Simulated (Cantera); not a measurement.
**Equilibrium for silicon carbide growth: CH3SiH3 + CH4 + H2**

Input: 1 mol CH3SiH3, 0.83 mol CH4, 11 mol H2, at 100 Torr.

These are equilibrium values from Cantera (NASA tables, ideal gas, pure condensed phases), not measurements of a reactor. Candidate condensed phases: C, C6H6, C7H8, C8H18, Si, SiC; 87 gas species. The feed counts by its element totals alone. Gases not in the tables: Si2H6 and higher silanes. Rates play no part.

From 652 °C to 1852 °C the condensed part is C(graphite) + SiC(s).

```json
[
 {"T (°C)": "652", "log p H2": "-0.89", "log p CH4": "-2.42", "log p H": "-10.03", "log p C2H2 (acetylene)": "-10.78", "n C(graphite)": "0.395", "n SiC(s)": "1.00"},
 {"T (°C)": "752", "log p H2": "-0.88", "log p CH4": "-2.89", "log p H": "-8.80", "log p C2H2 (acetylene)": "-9.54", "n C(graphite)": "0.681", "n SiC(s)": "1.00"},
 {"T (°C)": "852", "log p H2": "-0.88", "log p CH4": "-3.29", "log p H": "-7.79", "log p C2H2 (acetylene)": "-8.52", "n C(graphite)": "0.770", "n SiC(s)": "1.00"},
 {"T (°C)": "952", "log p H2": "-0.88", "log p CH4": "-3.63", "log p H": "-6.94", "log p C2H2 (acetylene)": "-7.67", "n C(graphite)": "0.803", "n SiC(s)": "1.00"},
 {"T (°C)": "1052", "log p H2": "-0.88", "log p CH4": "-3.92", "log p H": "-6.22", "log p C2H2 (acetylene)": "-6.95", "n C(graphite)": "0.816", "n SiC(s)": "1.00"},
 {"T (°C)": "1152", "log p H2": "-0.88", "log p CH4": "-4.17", "log p H": "-5.60", "log p C2H2 (acetylene)": "-6.33", "n C(graphite)": "0.822", "n SiC(s)": "1.00"},
 {"T (°C)": "1252", "log p H2": "-0.88", "log p CH4": "-4.39", "log p H": "-5.06", "log p C2H2 (acetylene)": "-5.79", "n C(graphite)": "0.825", "n SiC(s)": "1.00"},
 {"T (°C)": "1352", "log p H2": "-0.88", "log p CH4": "-4.58", "log p H": "-4.59", "log p C2H2 (acetylene)": "-5.32", "n C(graphite)": "0.826", "n SiC(s)": "1.000"},
 {"T (°C)": "1452", "log p H2": "-0.88", "log p CH4": "-4.75", "log p H": "-4.17", "log p C2H2 (acetylene)": "-4.91", "n C(graphite)": "0.825", "n SiC(s)": "1.000"},
 {"T (°C)": "1552", "log p H2": "-0.88", "log p CH4": "-4.90", "log p H": "-3.79", "log p C2H2 (acetylene)": "-4.54", "n C(graphite)": "0.822", "n SiC(s)": "1.000"},
 {"T (°C)": "1652", "log p H2": "-0.88", "log p CH4": "-5.03", "log p H": "-3.46", "log p C2H2 (acetylene)": "-4.22", "n C(graphite)": "0.815", "n SiC(s)": "1.000"},
 {"T (°C)": "1752", "log p H2": "-0.88", "log p CH4": "-5.16", "log p H": "-3.15", "log p C2H2 (acetylene)": "-3.92", "n C(graphite)": "0.801", "n SiC(s)": "0.999"},
 {"T (°C)": "1852", "log p H2": "-0.88", "log p CH4": "-5.27", "log p H": "-2.88", "log p C2H2 (acetylene)": "-3.66", "n C(graphite)": "0.779", "n SiC(s)": "0.997"}
]
```
log p: log10 of the partial pressure in bar; n: condensed amount in mol.
